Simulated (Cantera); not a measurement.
What does this Cantera script print?

```python
import numpy as np
import cantera as ct

gas_names = """
    CL CL2 H HCL H2 Si SiCL SiCL2 SiCL3 SiCL4 SiH SiHCL3 SiH2 SiH2CL2 SiH3 SiH3CL SiH4 Si2 Si3
""".split()
cond_names = """
    Si(cr) Si(L)
""".split()


# ... load() reads the species with a 1 bar reference pressure and builds the phases ...
atoms = {
    'SiHCl3': {'Si': 1, 'H': 1, 'CL': 3},
    'HCl': {'H': 1, 'CL': 1},
    'H2': {'H': 2},
}
top_T = {}  # K; cautious upper limits of use, not melting points


# ... equilibrate(T, P, feed) seeds the gas with the atoms and calls Mixture.equilibrate('TP', solver="vcs", rtol=1e-11, max_steps=5000) ...
results = []
feed = {'SiHCl3': 1, 'HCl': 0.018, 'H2': 48}  # mol
P = 8100  # Pa
for T in [898, 998, 1098, 1198, 1298, 1398, 1498, 1598, 1698, 1798]:
    mix = equilibrate(T, P, feed)
    results.append((T, P, feed, dict(zip(mix.species_names, mix.species_moles))))

top = {s: max(r[3][s] / sum(r[3][g] for g in gas_names) for r in results) for s in gas_names}
cols = sorted((s for s in top if top[s] > 1e-05), key=lambda s: -top[s])[:9]
seen = [c for c in cond_names if any(r[3].get(c, 0) > 1e-12 for r in results)]
print("log10 of partial pressures in bar; condensed amounts in mol")
print(f"{'T/K':>10s}" + "".join(f"{s[:9]:>10s}" for s in cols + seen))
for T, P, feed, n in results:
    ng = sum(n[g] for g in gas_names)
    print(f"{T:10.4g}" + "".join(f"{np.log10(max(n[s] / ng * P / 1e5, 1e-99)):10.3f}" for s in cols)
          + "".join(f"{n.get(c, 0):10.4g}" for c in seen))
```

Output:

```
log10 of partial pressures in bar; condensed amounts in mol
       T/K        H2       HCL     SiCL4     SiCL2    SiHCL3         H     SiCL3   SiH2CL2      SiCL    Si(cr)     Si(L)
       898    -1.101    -3.413    -3.103    -5.594    -3.347   -10.511    -5.191    -4.614   -14.696    0.2265         0
       998    -1.103    -3.019    -3.173    -4.707    -3.415    -9.219    -4.635    -4.626   -12.617    0.3158         0
      1098    -1.107    -2.727    -3.338    -4.040    -3.555    -8.160    -4.263    -4.693   -10.947    0.4468         0
      1198    -1.111    -2.539    -3.690    -3.596    -3.832    -7.277    -4.116    -4.858    -9.614    0.5725         0
      1298    -1.114    -2.456    -4.290    -3.374    -4.294    -6.527    -4.220    -5.148    -8.565    0.6346         0
      1398    -1.115    -2.436    -5.007    -3.288    -4.840    -5.882    -4.463    -5.496    -7.719    0.6433         0
      1498    -1.115    -2.435    -5.694    -3.248    -5.362    -5.322    -4.723    -5.830    -7.005    0.6344         0
      1598    -1.115    -2.438    -6.310    -3.223    -5.831    -4.831    -4.964    -6.129    -6.386    0.6218         0
      1698    -1.115    -2.440    -6.859    -3.210    -6.250    -4.397    -5.183    -6.399    -5.850         0    0.6123
      1798    -1.116    -2.428    -7.365    -3.248    -6.655    -4.011    -5.411    -6.688    -5.438         0    0.6421
```

Method: chemical equilibrium by Gibbs-energy minimisation in Cantera with the NASA 1993 tables (ideal gas, pure condensed phases). The tables' values for SiCl3, SiCl are old estimates; treat these amounts as uncertain. Gases not in the tables: Si2H6 and higher silanes.
